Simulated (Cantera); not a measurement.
**Ignition delay**

Mixture: 9.37 % CH₄, 1.69 % C₂H₆, 17.6 % O₂, 66.2 % N₂, 5.15 % H₂O, at 750 Torr, adiabatic and at constant pressure. Ignition delay is the time to a rise of 400 K.

Cantera simulation using GRI-Mech 3.0 (53 species, 325 reactions); the numbers are that mechanism's predictions, not measurements.

| T0 (K) | delay (ms) |
|---|---|
| 1075 | 23.3 |
| 1175 | 4.80 |
| 1275 | 1.55 |
| 1375 | 0.623 |
| 1475 | 0.268 |
| 1575 | 0.124 |
| 1675 | 0.0625 |
| 1775 | 0.0352 |
| 1875 | 0.0218 |

```yaml
apparent activation energy between 1675 and 1875 K: 140 kJ/mol
```
